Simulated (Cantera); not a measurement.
A perfectly stirred reactor is fed with C2H4 : O2 : N2 : CO2 = 1 : 2 : 5.6 : 2 (molar parts), equivalence ratio 1.5, at 1.01 bar; it is adiabatic with a 773 K inlet, and is followed from long to short residence time, starting on the burning branch (τ in s: 0.024, 0.012, 0.0056, 0.0027, 0.0013, 0.00062, 0.0003, 0.00014, 6.8e-05, 3.3e-05, 1.6e-05, 7.6e-06).

Computed with Cantera and GRI-Mech 3.0 (53 species, 325 reactions). GRI-Mech 3.0 was tuned for natural gas; its chemistry of ethylene as a main component is partial and can be far from experiment.

Problem. What does this change do: pressure from 1.01 bar to 17.0 bar?

Solution. 
```tsv
quantity	before	after
blow-out, bracketed by the residence times tried	burning at 33.0 µs, out at 16.0 µs	burning at 7.60 µs, the shortest tried
x(C2H4) at τ = 24.0 ms	4.60e-6	1.41e-6
x(O2) at τ = 24.0 ms	0.00115	7.27e-5
x(CO2) at τ = 24.0 ms	0.189	0.193
x(HCN) at τ = 24.0 ms	1.75e-6	9.89e-7
x(C2H) at τ = 24.0 ms	1.51e-7	4.20e-8
x(C2H4) at τ = 0.300 ms	0.000162	4.51e-5
x(O2) at τ = 0.300 ms	0.00832	0.00129
x(CO2) at τ = 0.300 ms	0.178	0.191
x(HCN) at τ = 0.300 ms	8.93e-6	1.56e-5
x(C2H) at τ = 0.300 ms	3.17e-6	1.27e-6
```
The pressure lies above the range GRI-Mech 3.0 was tuned for (to about 10 atm).

Problem. What does this change do: inlet temperature 773 to 625 K?

Solution. 
```
quantity                                                                      before                               after
------------------------------------------------  ----------------------------------  ----------------------------------
blow-out, bracketed by the residence times tried  burning at 33.0 µs, out at 16.0 µs  burning at 68.0 µs, out at 33.0 µs
x(C2H4) at τ = 24.0 ms                                                       4.60e-6                             6.48e-6
x(O2) at τ = 24.0 ms                                                         0.00115                            0.000836
x(CO2) at τ = 24.0 ms                                                          0.189                               0.192
x(HCN) at τ = 24.0 ms                                                        1.75e-6                             2.31e-6
x(C2H) at τ = 24.0 ms                                                        1.51e-7                             1.58e-7
x(C2H4) at τ = 0.300 ms                                                     0.000162                            0.000214
x(O2) at τ = 0.300 ms                                                        0.00832                             0.00761
x(CO2) at τ = 0.300 ms                                                         0.178                               0.182
x(HCN) at τ = 0.300 ms                                                       8.93e-6                             1.18e-5
x(C2H) at τ = 0.300 ms                                                       3.17e-6                             3.13e-6
```
